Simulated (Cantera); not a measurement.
Chemical vapour transport: B + Cl2 + O2

Feed: 1 mol B, 0.24 mol Cl2, 0.012 mol O2, equilibrated at 0.940 bar.

Equilibrium computed with Cantera from the NASA thermochemical tables; the gas is ideal and each condensed phase is pure. Candidate condensed phases: B, B2O3; 18 gas species. The tables' values for BCl2, BOCl, BCl are old estimates; treat these amounts as uncertain. Rates play no part.

| T (°C) | x BCl3 | x B3O3Cl3 | x BCl2 | x BOCl | x BCl | n B(s) |
|---|---|---|---|---|---|---|
| 552 | 0.950 | 0.0500 | 1.12e-8 | 7.42e-10 | 2.68e-12 | 0.824 |
| 602 | 0.950 | 0.0500 | 5.37e-8 | 4.84e-9 | 2.63e-11 | 0.824 |
| 652 | 0.950 | 0.0500 | 2.17e-7 | 2.58e-8 | 2.01e-10 | 0.824 |
| 702 | 0.950 | 0.0500 | 7.58e-7 | 1.15e-7 | 1.25e-9 | 0.824 |
| 752 | 0.950 | 0.0500 | 2.34e-6 | 4.43e-7 | 6.48e-9 | 0.824 |
| 802 | 0.950 | 0.0500 | 6.50e-6 | 1.50e-6 | 2.88e-8 | 0.824 |
| 852 | 0.950 | 0.0500 | 1.65e-5 | 4.57e-6 | 1.12e-7 | 0.824 |
| 902 | 0.950 | 0.0500 | 3.85e-5 | 1.26e-5 | 3.85e-7 | 0.824 |
| 952 | 0.950 | 0.0500 | 8.39e-5 | 3.20e-5 | 1.20e-6 | 0.824 |
| 1002 | 0.950 | 0.0500 | 0.000172 | 7.53e-5 | 3.42e-6 | 0.824 |
| 1052 | 0.950 | 0.0499 | 0.000333 | 0.000166 | 8.98e-6 | 0.824 |
| 1102 | 0.949 | 0.0499 | 0.000614 | 0.000345 | 2.20e-5 | 0.824 |
| 1152 | 0.948 | 0.0497 | 0.00108 | 0.000680 | 5.04e-5 | 0.824 |
| 1202 | 0.947 | 0.0495 | 0.00184 | 0.00128 | 0.000109 | 0.824 |
x: gas mole fraction; n: condensed amount in mol.

From 552 °C to 1202 °C the condensed part is B(s). The main B-bearing gas is BCl3 throughout.
